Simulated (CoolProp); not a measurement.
Saturation properties of n-perfluoropentane (Tc = 421.0 K, pc = 2063 kPa, ω = 0.436).

Values from CoolProp's reference Helmholtz-energy equation of state, Gao 2022.

```json
[
 {"T (K)": "233.3", "p (kPa)": "3.068", "liquid density (kg/m³)": "1801", "enthalpy of vaporisation (kJ/kg)": "(withheld)"},
 {"T (K)": "253.4", "p (kPa)": "10.83", "liquid density (kg/m³)": "1743", "enthalpy of vaporisation (kJ/kg)": "103.8"},
 {"T (K)": "273.4", "p (kPa)": "30.36", "liquid density (kg/m³)": "1683", "enthalpy of vaporisation (kJ/kg)": "98.73"},
 {"T (K)": "293.4", "p (kPa)": "71.81", "liquid density (kg/m³)": "1620", "enthalpy of vaporisation (kJ/kg)": "93.28"},
 {"T (K)": "313.4", "p (kPa)": "(withheld)", "liquid density (kg/m³)": "1553", "enthalpy of vaporisation (kJ/kg)": "87.29"},
 {"T (K)": "333.4", "p (kPa)": "(withheld)", "liquid density (kg/m³)": "1479", "enthalpy of vaporisation (kJ/kg)": "80.53"},
 {"T (K)": "353.5", "p (kPa)": "480.5", "liquid density (kg/m³)": "1395", "enthalpy of vaporisation (kJ/kg)": "72.65"},
 {"T (K)": "373.5", "p (kPa)": "776.9", "liquid density (kg/m³)": "1296", "enthalpy of vaporisation (kJ/kg)": "(withheld)"},
 {"T (K)": "393.5", "p (kPa)": "1196", "liquid density (kg/m³)": "1166", "enthalpy of vaporisation (kJ/kg)": "50.60"},
 {"T (K)": "413.5", "p (kPa)": "1782", "liquid density (kg/m³)": "948.7", "enthalpy of vaporisation (kJ/kg)": "29.47"}
]
```

Fill in the missing entries.


- 233.3, enthalpy of vaporisation (kJ/kg): 108.6
- 313.4, p (kPa): 148.8
- 333.4, p (kPa): 278.1
- 373.5, enthalpy of vaporisation (kJ/kg): 63.14

It boils at 302.5 K under 1 atm.
